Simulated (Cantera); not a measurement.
Feed: 1 mol Si, 0.11 mol CO2, 6.8 mol N2, held at 1 atm.

Equilibrium computed with Cantera from the NASA thermochemical tables; the gas is ideal and each condensed phase is pure. Candidate condensed phases: C, Si, SiC, SiO2, Si2N2O, Si3N4; 34 gas species. N2 is the only nitrogen source here; it is nearly inert below about 1500 K, so the nitride shown seldom forms there in practice. Mutual solubility and eutectic melting of coexisting phases are not modelled. Rates play no part.

Q: Which condensed phases are stable at each of these points (T (K)): 1300, 1350, 1400, 1450, 1500, 1550, 1600, 1650, 1700, 1750, 1800, 1850, 1900, 1950?

A: 
```tsv
T (K)	condensed phases	Si condensed (%)
1300	C(graphite) + Si2N2O(s) + Si3N4(s)	100.0
1350	C(graphite) + Si2N2O(s) + Si3N4(s)	100.0
1400	C(graphite) + Si2N2O(s) + Si3N4(s)	100.0
1450	C(graphite) + Si2N2O(s) + Si3N4(s)	100.0
1500	C(graphite) + Si2N2O(s) + Si3N4(s)	100.0
1550	C(graphite) + Si2N2O(s) + Si3N4(s)	100.0
1600	C(graphite) + Si2N2O(s) + Si3N4(s)	100.0
1650	C(graphite) + Si2N2O(s) + Si3N4(s)	100.0
1700	C(graphite) + Si2N2O(s) + Si3N4(s)	100.0
1750	SiC(s) + Si2N2O(s) + Si3N4(s)	100.0
1800	SiC(s) + Si2N2O(s) + Si3N4(s)	100.0
1850	SiC(s) + Si2N2O(s) + Si3N4(s)	99.9
1900	SiC(s) + Si2N2O(s) + Si3N4(s)	99.7
1950	SiC(s) + Si2N2O(s) + Si3N4(s)	99.2
```

From 1300 K to 1700 K the condensed part is C(graphite) + Si2N2O(s) + Si3N4(s). From 1750 K to 1950 K the condensed part is SiC(s) + Si2N2O(s) + Si3N4(s).
